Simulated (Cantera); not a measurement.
An isothermal, constant-pressure homogeneous reactor starts with H₂ : O₂ : N₂ = 0.0068 : 1 : 0.5 (molar parts), equivalence ratio 0.0034, at 1400 K and 0.0132 atm.

Cantera simulation using GRI-Mech 3.0 (53 species, 325 reactions); the numbers are that mechanism's predictions, not measurements. Radical loss at walls, strong at low pressure, is not modelled.

x: mole fraction; the columns are a selection and need not sum to one.

```csv
t (s),x H₂,x O₂,x HO₂,x NO,x H₂O₂
0.000200,0.00451,0.664,1.40e-8,<1e-12,2.20e-12
0.000385,0.00451,0.664,2.69e-8,<1e-12,7.74e-12
0.000741,0.00451,0.664,5.18e-8,<1e-12,2.60e-11
0.00143,0.00451,0.664,9.94e-8,<1e-12,8.12e-11
0.00275,0.00451,0.664,1.91e-7,<1e-12,2.28e-10
0.00529,0.00436,0.664,3.44e-7,<1e-12,5.83e-10
0.0102,[?],0.660,2.85e-7,2.10e-10,8.83e-9
0.0196,1.24e-5,0.659,1.93e-7,1.15e-9,4.08e-9
0.0378,1.19e-5,0.659,1.90e-7,3.22e-9,4.03e-9
0.0728,1.15e-5,0.659,1.87e-7,7.81e-9,3.98e-9
0.140,1.07e-5,0.660,1.80e-7,1.73e-8,3.87e-9
0.270,[?],0.660,1.69e-7,3.45e-8,3.69e-9
0.519,[?],0.661,1.50e-7,6.18e-8,3.36e-9
1.00,[?],0.661,1.22e-7,9.95e-8,2.83e-9
```

Problem. Complete the blanks.

Solution. 
- 0.0102, x H₂: 0.000301
- 0.270, x H₂: 9.50e-6
- 0.519, x H₂: 7.65e-6
- 1.00, x H₂: 5.32e-6
